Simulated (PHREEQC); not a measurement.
Dissolve 32 mmol/kgw FeCl3 and 180 mmol/kgw MgSO4 at 5 °C. Closed to the air; pH follows from the charge balance.

The numbers come from PHREEQC with the ion-association model, phreeqc.dat.

Task: The ionic strength comes out as 0.451 mol/kgw. What activity coefficients do FeCl+2, H+, SO4-2, Fe3(OH)4+5, FeHSO4+2 get?

Result: FeCl+2 0.23, H+ 0.77, SO4-2 0.22, Fe3(OH)4+5 0.00051, FeHSO4+2 0.30.

No solid was allowed to form. Saturation is exceeded, for instance for Hematite (slow to form), Goethite (slow to form); the values hold only as long as no solid forms. Away from 25 °C the constants follow the database's enthalpies or fits; those with neither stay at their 25 °C values.
